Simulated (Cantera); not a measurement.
# Silicon epitaxy and polysilicon growth: SiH2Cl2 + Cl2 + N2

Input: 1 mol SiH2Cl2, 0.0091 mol Cl2, a varied amount of N2, held at 1225 K and 1800 Pa.

Equilibrium computed with Cantera from the NASA thermochemical tables; the gas is ideal and each condensed phase is pure. Candidate condensed phases: NH4Cl, Si, Si3N4; 28 gas species. N2 is the only nitrogen source here; it is nearly inert below about 1500 K, so the nitride shown seldom forms there in practice. The tables' values for SiCl3 are old estimates; treat these amounts as uncertain. Rates play no part.

From 17 mol N2 to 210 mol N2 the condensed part is Si3N4(s). The main Si-bearing gas is SiCl4 throughout. The share of Si in condensed phases is highest at 210 mol N2 (91.2 %) and lowest at 17 mol N2 (85.3 %).

```json
[
 {"n(N2) (mol)": "17", "x N2": "0.898", "x HCl": "0.0793", "x H2": "0.0150", "x SiCl4": "0.00724", "n Si3N4(s)": "0.284"},
 {"n(N2) (mol)": "48", "x N2": "0.961", "x HCl": "0.0318", "x H2": "0.00439", "x SiCl4": "0.00208", "n Si3N4(s)": "0.294"},
 {"n(N2) (mol)": "80", "x N2": "0.976", "x HCl": "0.0199", "x H2": "0.00235", "x SiCl4": "0.00110", "n Si3N4(s)": "0.298"},
 {"n(N2) (mol)": "110", "x N2": "0.983", "x HCl": "0.0148", "x H2": "0.00159", "x SiCl4": "0.000733", "n Si3N4(s)": "0.300"},
 {"n(N2) (mol)": "140", "x N2": "0.986", "x HCl": "0.0118", "x H2": "0.00118", "x SiCl4": "0.000538", "n Si3N4(s)": "0.302"},
 {"n(N2) (mol)": "170", "x N2": "0.989", "x HCl": "0.00982", "x H2": "0.000927", "x SiCl4": "0.000419", "n Si3N4(s)": "0.303"},
 {"n(N2) (mol)": "210", "x N2": "0.991", "x HCl": "0.00804", "x H2": "0.000712", "x SiCl4": "0.000318", "n Si3N4(s)": "0.304"}
]
```
x: gas mole fraction; n: condensed amount in mol.
